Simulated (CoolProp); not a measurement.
Properties of ammonia along the isobar 1.01 bar (Tc = 132.4 °C, pc = 113.6 bar, ω = 0.256).

The numbers come from the reference Helmholtz-energy equation of state, Gao 2020 in CoolProp.

```json
[
 {"T (°C)": "-43.15", "phase": "liquid", "cp (kJ/(kg K))": "4.428", "isothermal compressibility (1/MPa)": "(withheld)", "fugacity coefficient": "(withheld)"},
 {"T (°C)": "-27.35", "phase": "gas", "cp (kJ/(kg K))": "2.258", "isothermal compressibility (1/MPa)": "10.16", "fugacity coefficient": "0.9762"},
 {"T (°C)": "-11.55", "phase": "gas", "cp (kJ/(kg K))": "2.201", "isothermal compressibility (1/MPa)": "10.09", "fugacity coefficient": "0.9820"},
 {"T (°C)": "4.25", "phase": "gas", "cp (kJ/(kg K))": "(withheld)", "isothermal compressibility (1/MPa)": "10.05", "fugacity coefficient": "0.9860"},
 {"T (°C)": "20.05", "phase": "gas", "cp (kJ/(kg K))": "(withheld)", "isothermal compressibility (1/MPa)": "10.01", "fugacity coefficient": "0.9889"},
 {"T (°C)": "35.95", "phase": "gas", "cp (kJ/(kg K))": "(withheld)", "isothermal compressibility (1/MPa)": "9.993", "fugacity coefficient": "0.9910"},
 {"T (°C)": "51.75", "phase": "gas", "cp (kJ/(kg K))": "2.178", "isothermal compressibility (1/MPa)": "9.976", "fugacity coefficient": "0.9926"},
 {"T (°C)": "67.55", "phase": "gas", "cp (kJ/(kg K))": "(withheld)", "isothermal compressibility (1/MPa)": "9.964", "fugacity coefficient": "0.9938"},
 {"T (°C)": "83.35", "phase": "gas", "cp (kJ/(kg K))": "2.217", "isothermal compressibility (1/MPa)": "9.954", "fugacity coefficient": "0.9947"},
 {"T (°C)": "99.15", "phase": "gas", "cp (kJ/(kg K))": "2.241", "isothermal compressibility (1/MPa)": "9.946", "fugacity coefficient": "0.9955"},
 {"T (°C)": "114.95", "phase": "gas", "cp (kJ/(kg K))": "2.267", "isothermal compressibility (1/MPa)": "9.940", "fugacity coefficient": "0.9961"},
 {"T (°C)": "130.75", "phase": "gas", "cp (kJ/(kg K))": "2.294", "isothermal compressibility (1/MPa)": "9.934", "fugacity coefficient": "0.9967"},
 {"T (°C)": "146.55", "phase": "gas", "cp (kJ/(kg K))": "(withheld)", "isothermal compressibility (1/MPa)": "9.930", "fugacity coefficient": "0.9971"},
 {"T (°C)": "162.35", "phase": "gas", "cp (kJ/(kg K))": "(withheld)", "isothermal compressibility (1/MPa)": "9.926", "fugacity coefficient": "0.9975"},
 {"T (°C)": "178.15", "phase": "gas", "cp (kJ/(kg K))": "2.378", "isothermal compressibility (1/MPa)": "9.923", "fugacity coefficient": "0.9978"}
]
```

Some entries are withheld; supply them.


- -43.15, isothermal compressibility (1/MPa): 0.0006711
- -43.15, fugacity coefficient: 0.5862
- 4.25, cp (kJ/(kg K)): 2.172
- 20.05, cp (kJ/(kg K)): 2.163
- 35.95, cp (kJ/(kg K)): 2.166
- 67.55, cp (kJ/(kg K)): 2.195
- 146.55, cp (kJ/(kg K)): 2.321
- 162.35, cp (kJ/(kg K)): 2.349
